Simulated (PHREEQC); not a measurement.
Metal-bearing waste water: an equilibrium model

Solution (20 °C): 130 mmol/kgw CdCl2, 8.3 mmol/kgw ZnCl2 and 42 mmol/kgw NaCl. Closed to the air; pH follows from the charge balance.

The numbers come from PHREEQC with the ion-association model, phreeqc.dat.

Each row changes one thing in this solution. No solid was allowed to form.

```json
[
 {"case": "as made", "pH": "5.29", "ionic strength (mol/kgw)": "0.197", "Cl- (mol/kgw)": "0.170", "CdCl+ (mol/kgw)": "0.0812", "CdCl2 (mol/kgw)": "0.0290", "Cd+2 (mol/kgw)": "0.0169"},
 {"case": "ZnCl2 from 0.0083 to 0.00415 mol/kgw", "pH": "5.33", "ionic strength (mol/kgw)": "0.187", "Cl- (mol/kgw)": "0.163", "CdCl+ (mol/kgw)": "0.0816", "CdCl2 (mol/kgw)": "0.0283", "Cd+2 (mol/kgw)": "0.0174"},
 {"case": "NaCl left out", "pH": "5.29", "ionic strength (mol/kgw)": "0.167", "Cl- (mol/kgw)": "0.137", "CdCl+ (mol/kgw)": "0.0829", "CdCl2 (mol/kgw)": "0.0248", "Cd+2 (mol/kgw)": "0.0204"},
 {"case": "temperature from 20 to 35 °C", "pH": "5.23", "ionic strength (mol/kgw)": "0.194", "Cl- (mol/kgw)": "0.167", "CdCl+ (mol/kgw)": "0.0804", "CdCl2 (mol/kgw)": "0.0294", "Cd+2 (mol/kgw)": "0.0166"},
 {"case": "diluted 2-fold with water", "pH": "5.43", "ionic strength (mol/kgw)": "0.114", "Cl- (mol/kgw)": "0.0965", "CdCl+ (mol/kgw)": "0.0419", "CdCl2 (mol/kgw)": "0.00949", "Cd+2 (mol/kgw)": "0.0131"},
 {"case": "ZnCl2 left out", "pH": "5.37", "ionic strength (mol/kgw)": "0.178", "Cl- (mol/kgw)": "0.157", "CdCl+ (mol/kgw)": "0.0819", "CdCl2 (mol/kgw)": "0.0277", "Cd+2 (mol/kgw)": "0.0179"},
 {"case": "ZnCl2 from 0.0083 to 0.083 mol/kgw", "pH": "4.99", "ionic strength (mol/kgw)": "0.371", "Cl- (mol/kgw)": "0.282", "CdCl+ (mol/kgw)": "0.0742", "CdCl2 (mol/kgw)": "0.0388", "Cd+2 (mol/kgw)": "0.0106"},
 {"case": "diluted 10-fold with water", "pH": "5.79", "ionic strength (mol/kgw)": "0.0307", "Cl- (mol/kgw)": "0.0241", "CdCl+ (mol/kgw)": "0.00676", "CdCl2 (mol/kgw)": "0.000476", "Cd+2 (mol/kgw)": "0.00576"}
]
```
